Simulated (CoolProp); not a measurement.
A simple Rankine cycle with propane: condensing at 314.15 K, boiler at 3.1 MPa, turbine inlet 502.6 K, turbine efficiency 0.7, pump efficiency 0.7, no recuperator. Each further row changes one setting.

Model: reference Helmholtz-energy equation of state, Lemmon 2009, in CoolProp.

```
case                             thermal efficiency (%)  net work (kJ/kg)  heat in (kJ/kg)  turbine exit temperature (K)  volume ratio over the turbine
-------------------------------  ----------------------  ----------------  ---------------  ----------------------------  -----------------------------
as stated                                           5.9              42.2              719                           ___                           2.19
turbine inlet 522.6 K                               5.8              44.7              774                         497.5                            ___
condensing temperature 306.15 K                     7.1              52.6              741                           ___                           2.63
boiler pressure 2.17 MPa                            3.4               ___              732                         489.1                           1.54
turbine efficiency 0.6                              ___              35.4              719                         479.8                            ___
```

Question: Fill in the missing entries.

Answer: 
- as stated, turbine exit temperature (K): 477.1
- turbine inlet 522.6 K, volume ratio over the turbine: 2.18
- condensing temperature 306.15 K, turbine exit temperature (K): 471.6
- boiler pressure 2.17 MPa, net work (kJ/kg): 24.6
- turbine efficiency 0.6, thermal efficiency (%): 4.9
- turbine efficiency 0.6, volume ratio over the turbine: 2.21
